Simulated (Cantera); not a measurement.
An isothermal, constant-pressure homogeneous reactor starts with 9.62 % NO, 90.4 % N2, at 2025 K and 1200 Pa.

Detailed kinetics in Cantera: GRI-Mech 3.0 (53 species, 325 reactions). Radical loss at walls, strong at low pressure, is not modelled.

One state of this run: x NO = 0.0949; x N2O = 3.88e-6; x O2 = 0.000448; x O = 0.000290; x NO2 = 1.17e-6. x: mole fraction; the columns are a selection and need not sum to one.

### Question
Which value of t (s) does it belong to?
A. 100
B. 5.48
C. 0.000900
D. 1.28

### Answer
D, 1.28
